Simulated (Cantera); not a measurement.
An isothermal, constant-pressure homogeneous reactor starts with CH4 : N2 = 1 : 120 (molar parts), at 1475 K and 19.5 Torr. Integrator tolerance rtol = 1e-08.

Model: GRI-Mech 3.0 (53 species, 325 reactions), integrated in Cantera. GRI-Mech 3.0 stops at C3 and has no aromatics, soot or wall deposition, so with more carbon than oxygen in the feed, carbon stays in small species such as C2H2 where larger ones or solid carbon would form. Radical loss at walls, strong at low pressure, is not modelled.

Problem. What does this change do: temperature 1475 to 1050 K?

Solution. 
```tsv
quantity	before	after
x(CH4) at 30.0 s	0.00142 (gas-phase equilibrium 6.33e-7)	0.00826 (gas-phase equilibrium 0.000637)
x(C2H2) at 30.0 s	0.00338 (gas-phase equilibrium 0.000257)	<1e-12 (gas-phase equilibrium 0.000536)
x(H2) at 30.0 s	0.0102 (gas-phase equilibrium 0.0123)	3.01e-9 (gas-phase equilibrium 0.0113)
x(CH2) at 30.0 s	6.79e-9 (gas-phase equilibrium 5.47e-12)	<1e-12 (gas-phase equilibrium <1e-12)
x(CH3) at 30.0 s	1.59e-5 (gas-phase equilibrium 9.33e-9)	5.63e-9 (gas-phase equilibrium 5.40e-9)
x(C2H) at 30.0 s	3.04e-9 (gas-phase equilibrium 3.02e-10)	<1e-12 (gas-phase equilibrium <1e-12)
x(H) at 30.0 s	5.69e-6 (gas-phase equilibrium 8.98e-6)	<1e-12 (gas-phase equilibrium 5.39e-9)
```
